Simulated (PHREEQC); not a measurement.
NaHS is added in steps, without added water, to 1 kg of water holding 58 mmol/kgw ZnCl2 and 8.5 mmol/kgw H3BO3, at 25 °C. The system is closed to oxygen. No CO2 enters from the air. Only these solids could form: Zn(OH)2-a, Zn5(OH)8Cl2, ZnS(a), Halite.

Base run: PHREEQC, ion-association model, wateq4f.dat. Each further column changes one thing. The table gives Zn+2 (mol/kgw).

| NaHS added (mol) | base | Davies equation for every ion | metal-ligand complexes left out | database phreeqc.dat | Debye-Hückel limiting law |
|---|---|---|---|---|---|
| 0 | 0.0523 | 0.0525 | 0.0580 | 0.0527 | 0.0554 |
| 0.012 | 0.0414 | 0.0416 | 0.0460 | 0.0417 | 0.0439 |
| 0.024 | 0.0307 | 0.0309 | 0.0342 | 0.0307 | 0.0326 |
| 0.03 | 0.0255 | 0.0256 | 0.0284 | 0.0252 | 0.0271 |
| 0.042 | 0.0155 | 0.0156 | 0.0172 | 0.0144 | 0.0168 |
| 0.054 | 0.00726 | 0.00720 | 0.00773 | 0.00360 | 0.00818 |
| 0.066 | 0.00258 | 0.00251 | 0.00254 | 1.20e-5 | 0.00314 |
| 0.078 | 0.000888 | 0.000855 | 0.000837 | 2.77e-6 | 0.00113 |
| 0.09 | 0.000286 | 0.000274 | 0.000266 | 8.12e-7 | 0.000369 |
| 0.096 | 0.000146 | 0.000140 | 0.000135 | 4.04e-7 | 0.000189 |
| 0.108 | 1.82e-5 | 1.74e-5 | 1.68e-5 | 4.92e-8 | 2.37e-5 |
| 0.12 | 1.86e-12 | 1.88e-12 | 1.78e-12 | 0 | 4.40e-12 |

The polysulfide entries of wateq4f.dat were taken out for this run.  phreeqc.dat and wateq4f.dat share most of their constants, so their agreement is no independent check. Solids allowed in the column 'database phreeqc.dat': Halite, Zn(OH)2(e), Sphalerite.
